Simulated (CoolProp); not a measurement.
Vapour-liquid equilibrium of dimethyl ether (1) + 1-butene (2) at 89.45 °C; x and y are mole fractions of (1).

Computed with CoolProp (multi-fluid Helmholtz-energy mixture model, Wu 2011 and Lemmon 2005; pair parameters Bell 2016).

Question: Give the bubble pressure and the first vapour's composition at x = 0.05, 0.35, 0.95. Is there an azeotrope?

Answer: x = 0.05: 1.528 MPa, y = 0.082; x = 0.35: 1.952 MPa, y = 0.456; x = 0.95: 2.644 MPa, y = 0.960. No azeotrope shows between x = 0.05 and 0.95.

Pair parameters are fitted to limited data, so mixtures are less certain than the pure fluids.
